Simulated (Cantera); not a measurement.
B2H6 + NH3 (boron, boron nitride and boron oxide)

Input: 1 mol B2H6, 0.84 mol NH3, equilibrated at 7.50 Torr.

Equilibrium computed with Cantera from the NASA thermochemical tables; the gas is ideal and each condensed phase is pure. Candidate condensed phases: B, BN; 15 gas species. The feed counts by its element totals alone. Mutual solubility and eutectic melting of coexisting phases are not modelled. The tables' values for BH2 are old estimates; treat these amounts as uncertain. The numbers say what is thermodynamically allowed, not how fast it happens.

From 1575 °C to 1825 °C the condensed part is B(s) + BN(s). From 1875 °C to 2075 °C the condensed part is B(s). From 2125 °C to 2175 °C the condensed part is B(l). The share of B in condensed phases is highest at 1575 °C (100.0 %) and lowest at 2175 °C (97.9 %).

| T (°C) | log p H2 | log p H | log p N2 | log p B | log p BH2 | n B(s) | n BN(s) | n B(l) |
|---|---|---|---|---|---|---|---|---|
| 1575 | -2.00 | -4.28 | -5.00 | -8.07 | -5.74 | 1.17 | 0.831 | 0 |
| 1625 | -2.00 | -4.11 | -4.63 | -7.65 | -5.60 | 1.18 | 0.820 | 0 |
| 1675 | -2.01 | -3.95 | -4.28 | -7.26 | -5.47 | 1.20 | 0.794 | 0 |
| 1725 | -2.01 | -3.80 | -3.94 | -6.89 | -5.35 | 1.26 | 0.741 | 0 |
| 1775 | -2.02 | -3.66 | -3.63 | -6.54 | -5.23 | 1.37 | 0.631 | 0 |
| 1825 | -2.04 | -3.53 | -3.32 | -6.20 | -5.13 | 1.59 | 0.409 | 0 |
| 1875 | -2.06 | -3.41 | -3.06 | -5.88 | -5.05 | 1.99 | 0 | 0 |
| 1925 | -2.07 | -3.29 | -3.06 | -5.57 | -4.95 | 1.99 | 0 | 0 |
| 1975 | -2.07 | -3.17 | -3.06 | -5.28 | -4.86 | 1.99 | 0 | 0 |
| 2025 | -2.08 | -3.06 | -3.07 | -5.00 | -4.77 | 1.99 | 0 | 0 |
| 2075 | -2.10 | -2.96 | -3.07 | -4.74 | -4.69 | 1.98 | 0 | 0 |
| 2125 | -2.11 | -2.86 | -3.08 | -4.51 | -4.64 | 0 | 0 | 1.97 |
| 2175 | -2.13 | -2.77 | -3.09 | -4.28 | -4.60 | 0 | 0 | 1.96 |
log p: log10 of the partial pressure in bar; n: condensed amount in mol.
